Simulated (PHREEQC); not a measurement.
**Alkaline etch or developer**

Make-up at 60 °C: 0.0012 mol NaOH, 0.0036 mol NaAlO2 and 0.032 mol Na2CO3 per kg of water. Closed to the air; pH follows from the charge balance.

Computed with PHREEQC (ion-association model, phreeqc.dat).

Each row changes one thing in this solution. Precipitation was switched off in this run.

```json
[
 {"case": "as made", "pH": "10.48", "ionic strength (mol/kgw)": "0.0595", "Na+ (mol/kgw)": "0.0494", "NaCO3- (mol/kgw)": "0.0194", "CO3-2 (mol/kgw)": "0.0101", "HCO3- (mol/kgw)": "0.00246"},
 {"case": "NaOH from 0.0012 to 0.00012 mol/kgw", "pH": "[?]", "ionic strength (mol/kgw)": "0.0587", "Na+ (mol/kgw)": "0.0487", "NaCO3- (mol/kgw)": "0.0190", "CO3-2 (mol/kgw)": "0.0100", "HCO3- (mol/kgw)": "0.00293"},
 {"case": "diluted 10-fold with water", "pH": "[?]", "ionic strength (mol/kgw)": "0.00775", "Na+ (mol/kgw)": "0.00632", "NaCO3- (mol/kgw)": "0.000559", "CO3-2 (mol/kgw)": "0.00143", "HCO3- (mol/kgw)": "0.00120"},
 {"case": "NaOH left out", "pH": "10.39", "ionic strength (mol/kgw)": "0.0586", "Na+ (mol/kgw)": "0.0486", "NaCO3- (mol/kgw)": "0.0190", "CO3-2 (mol/kgw)": "0.0100", "HCO3- (mol/kgw)": "0.00298"},
 {"case": "NaAlO2 left out", "pH": "[?]", "ionic strength (mol/kgw)": "0.0566", "Na+ (mol/kgw)": "0.0462", "NaCO3- (mol/kgw)": "0.0190", "CO3-2 (mol/kgw)": "0.0104", "HCO3- (mol/kgw)": "0.00252"},
 {"case": "temperature from 60 to 25 °C", "pH": "11.28", "ionic strength (mol/kgw)": "0.0803", "Na+ (mol/kgw)": "0.0591", "NaCO3- (mol/kgw)": "0.00964", "CO3-2 (mol/kgw)": "0.0211", "HCO3- (mol/kgw)": "0.00123"},
 {"case": "NaAlO2 from 0.0036 to 0.0018 mol/kgw", "pH": "10.48", "ionic strength (mol/kgw)": "0.0581", "Na+ (mol/kgw)": "0.0478", "NaCO3- (mol/kgw)": "0.0192", "CO3-2 (mol/kgw)": "0.0103", "HCO3- (mol/kgw)": "0.00249"},
 {"case": "Na2CO3 from 0.032 to 0.0064 mol/kgw", "pH": "[?]", "ionic strength (mol/kgw)": "0.0182", "Na+ (mol/kgw)": "0.0153", "NaCO3- (mol/kgw)": "0.00231", "CO3-2 (mol/kgw)": "0.00287", "HCO3- (mol/kgw)": "0.00122"}
]
```

### Question
What belongs in the gaps?

### Answer

- NaOH from 0.0012 to 0.00012 mol/kgw, pH: 10.40
- diluted 10-fold with water, pH: 10.10
- NaAlO2 left out, pH: 10.49
- Na2CO3 from 0.032 to 0.0064 mol/kgw, pH: 10.34

Some of these states are supersaturated (in Gibbsite (slow to form), for instance). At this temperature some constants are extrapolated from 25 °C, and those without enthalpy data are left unchanged.
